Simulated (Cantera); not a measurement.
Charge: 1 mol Si₂Cl₆, 0.58 mol Cl₂, 20 mol N₂, 0.63 mol HCl, equilibrated at 12000 Pa.

Equilibrium computed with Cantera from the NASA thermochemical tables; the gas is ideal and each condensed phase is pure. Candidate condensed phases: NH₄Cl, Si, Si₃N₄; 28 gas species. The feed counts by its element totals alone. N₂ is the only nitrogen source here; it is nearly inert below about 1500 K, so the nitride shown seldom forms there in practice. The tables' values for SiCl₃ are old estimates; treat these amounts as uncertain. The numbers say what is thermodynamically allowed, not how fast it happens.

x: gas mole fraction; n: condensed amount in mol.

```
T (K)   x N₂  x SiCl₄   x HCl   x SiCl₃   x SiCl₂      x H₂  n Si₃N₄(s)
-----  -----  -------  ------  --------  --------  --------  ----------
848    0.892   0.0810  0.0256   9.33e-7  7.76e-10         …      0.0650
948    0.892   0.0809  0.0261   1.13e-5   5.36e-8         …      0.0659
1048   0.892   0.0807  0.0265   8.47e-5   1.63e-6         …      0.0664
1148   0.892   0.0804  0.0267  0.000443   2.69e-5         …      0.0660
1248   0.891   0.0791  0.0268   0.00175  0.000280         …      0.0629
1348   0.890   0.0752  0.0268   0.00547   0.00200  0.000635      0.0496
1448   0.885   0.0643  0.0265    0.0134    0.0102  0.000612     0.00367
1548   0.884   0.0622  0.0275    0.0154    0.0107         …           0
```

Problem. Complete the blanks.

Solution. 
- 848, x H₂: 0.00133
- 948, x H₂: 0.00107
- 1048, x H₂: 0.000899
- 1148, x H₂: 0.000779
- 1248, x H₂: 0.000693
- 1548, x H₂: 0.000150
